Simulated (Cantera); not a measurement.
## Silicon etching in halogen gases: Si + HCl + H2

A closed system holds: 1 mol Si, 28 mol HCl, 0.64 mol H2, held at 1300 °C.

These are equilibrium values from Cantera (NASA tables, ideal gas, pure condensed phases), not measurements of a reactor. Candidate condensed phases: Si; 19 gas species. The tables' values for SiCl3, SiCl are old estimates; treat these amounts as uncertain. Kinetics and transport are ignored.

```tsv
P (Pa)	x HCl	x H2	x SiCl2	x Cl	x SiCl4
1	0.858	0.0712	0.0337	0.0329	2.32e-5
10	0.889	0.0634	0.0326	0.0114	0.000272
100	0.897	0.0639	0.0277	0.00363	0.00233
1000	0.889	0.0740	0.0158	0.00106	0.0113
10000	0.877	0.0872	0.00425	0.000303	0.0250
100000	0.871	0.0930	0.000594	9.23e-5	0.0324
```
x: gas mole fraction; nothing condenses.

From 1.00e-5 bar to 1.00 bar nothing is condensed. The main Si-bearing gas is SiCl2 at 1.00e-5 bar and SiCl4 at 1.00 bar.
